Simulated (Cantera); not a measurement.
A perfectly stirred reactor is fed with 69.0 % CH₄, 31.0 % CO₂, at 0.540 bar; it is held at 1775 K, and followed from long to short residence time.

Cantera simulation using GRI-Mech 3.0 (53 species, 325 reactions); the numbers are that mechanism's predictions, not measurements. GRI-Mech 3.0 stops at C3 and has no aromatics, soot or wall deposition, so with more carbon than oxygen in the feed, carbon stays in small species such as C2H2 where larger ones or solid carbon would form.

Problem. Predict: x(CH₄) at τ = 0.810 s; x(CO₂) at τ = 0.810 s; x(HCO) at τ = 0.810 s; x(CH₃) at τ = 0.810 s; x(H₂O) at τ = 0.810 s; x(CH₄) at τ = 36.0 ms; x(CO₂) at τ = 36.0 ms; x(HCO) at τ = 36.0 ms; x(CH₃) at τ = 36.0 ms; x(H₂O) at τ = 36.0 ms.

Solution. 
- x(CH₄) at τ = 0.810 s: 0.0270
- x(CO₂) at τ = 0.810 s: 0.00865
- x(HCO) at τ = 0.810 s: 2.72e-8
- x(CH₃) at τ = 0.810 s: 0.000286
- x(H₂O) at τ = 0.810 s: 0.0492
- x(CH₄) at τ = 36.0 ms: 0.117
- x(CO₂) at τ = 36.0 ms: 0.0640
- x(HCO) at τ = 36.0 ms: 2.90e-8
- x(CH₃) at τ = 36.0 ms: 0.00117
- x(H₂O) at τ = 36.0 ms: 0.118
